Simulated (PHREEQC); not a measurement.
Model water analysis in mg/kgw, 80 °C, pH 1.85, pe 12.6:

| constituent | mg/kgw |
|---|---|
| Na | 185 |
| K | 11.6 |
| Ca | 163 |
| Mg | 97.7 |
| Cl | 289 |
| S(6) as SO4 | 2140 |
| Mn(2) | 0.642 |
| Sr | 4.34 |

Valence states are taken as typed.

Model: ion-association model, wateq4f.dat, run in PHREEQC.

Task: The ionic strength comes out as 0.0442 mol/kgw. What activity coefficients do Ca+2, Cl-, Sr+2, HSO4-, SO4-2 get?

Result: Ca+2 0.45, Cl- 0.80, Sr+2 0.45, HSO4- 0.81, SO4-2 0.44.

This is a speciation only: nothing precipitates in the calculation. At this temperature some constants are extrapolated from 25 °C, and those without enthalpy data are left unchanged.
